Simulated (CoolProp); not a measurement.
A closed Brayton cycle with carbon dioxide: compressor inlet 317.15 K and 7.7 MPa, high pressure 16.1 MPa, turbine inlet 730 K, compressor efficiency 0.85, turbine efficiency 0.85, recuperator effectiveness 0.8 (on enthalpy, no pinch check). Each further row changes one setting.

Model: reference Helmholtz-energy equation of state, Span 1996, in CoolProp.

| case | thermal efficiency (%) | net work (kJ/kg) | compressor to turbine work | compressor exit (K) | turbine exit (K) |
|---|---|---|---|---|---|
| as stated | 22.6 | 47.5 | 0.41 | 376.5 | 651.9 |
| turbine inlet 680 K | 21.2 | 41.1 | 0.45 | 376.5 | 604.7 |
| compressor inlet 327.15 K | 21.5 | 42.3 | 0.48 | 391.4 | 651.9 |
| high pressure 13.7 MPa | 20.3 | 38.9 | 0.39 | 363.2 | 668.7 |
| recuperator effectiveness 0.5 | 15.6 | 47.5 | 0.41 | 376.5 | 651.9 |
